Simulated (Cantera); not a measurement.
A closed system holds: 1 mol B2O3, 2.4 mol H2, 4.2 mol N2, held at 0.0150 bar.

Method: chemical equilibrium by Gibbs-energy minimisation in Cantera with the NASA 1993 tables (ideal gas, pure condensed phases). Candidate condensed phases: B, BN, B2O3, B3O3H3, H2O; 39 gas species. N2 is the only nitrogen source here; it is nearly inert below about 1500 K, so the nitride shown seldom forms there in practice. Mutual solubility and eutectic melting of coexisting phases are not modelled. Rates play no part.

Problem. What share of the B ends up in condensed phases as a function of T (K), at 1125, 1225, 1325, 1425, 1525, 1625, 1725, 1825, 1925, 2025, 2125?

Solution. 
```csv
T (K),B condensed (%),as
1125,100.0,BN(s) + B2O3(l)
1225,99.9,BN(s) + B2O3(l)
1325,99.7,BN(s) + B2O3(l)
1425,98.8,BN(s) + B2O3(l)
1525,95.6,BN(s) + B2O3(l)
1625,81.4,BN(s) + B2O3(l)
1725,18.5,B2O3(l)
1825,0.0,-
1925,0.0,-
2025,0.0,-
2125,0.0,-
```
